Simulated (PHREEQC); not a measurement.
A PHREEQC speciation (ion-association model, wateq4f.dat) at 20 °C gives pH 6.41 and these molalities:

| species | mol/kgw |
|---|---|
| SO4-2 | 0.0436 |
| Mn+2 | 0.0413 |
| MnSO4 | 0.0297 |
| Ni+2 | 0.00230 |
| NiSO4 | 0.00180 |
| Ni(SO4)2-2 | 4.39e-6 |
| MnOH+ | 8.29e-7 |
| HSO4- | 6.18e-7 |
| H+ | 4.81e-7 |

What are the element totals, and what could have been dissolved in 1 kg of water to give them?

This is not unique; one that fits is totals Mn(2) 0.0710, Ni 0.00410, S(6) 0.0751 mol/kgw, from 4.1 mmol/kgw NiSO4 and 71 mmol/kgw MnSO4.

No solid was allowed to form. Species that the database lacks are ignored.
